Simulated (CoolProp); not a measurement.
A single-stage vapour-compression cycle with R507A: evaporating at 245.15 K (dew point), condensing at 300.15 K (bubble point), superheat 8 K, subcooling 8 K, compressor efficiency 0.6, no pressure losses. Each further row changes one setting.

The numbers come from the reference Helmholtz-energy equation of state, Lemmon 2003 in CoolProp. It is a pseudo-pure fit of the blend.

| case | cooling COP | pressure ratio | discharge temperature (K) | refrigerating effect (kJ/kg) | volumetric capacity (kJ/m³) |
|---|---|---|---|---|---|
| as stated | 2.09 | 5.86 | 336.6 | 127 | 1480 |
| evaporating temperature 250.15 K | 2.40 | 4.81 | 333.1 | 130 | ___ |
| condensing temperature 295.15 K | 2.39 | 5.13 | ___ | 134 | 1560 |
| subcooling 13 K | 2.21 | 5.86 | 336.6 | 134 | 1560 |
| superheat 18 K | ___ | 5.86 | 347.7 | ___ | ___ |
| compressor efficiency 0.5 | 1.74 | 5.86 | 347.9 | 127 | 1480 |

**Question.** Some entries are withheld; supply them.

**Answer.** 
- evaporating temperature 250.15 K, volumetric capacity (kJ/m³): 1830
- condensing temperature 295.15 K, discharge temperature (K): 330.1
- superheat 18 K, cooling COP: 2.11
- superheat 18 K, refrigerating effect (kJ/kg): 135
- superheat 18 K, volumetric capacity (kJ/m³): 1500
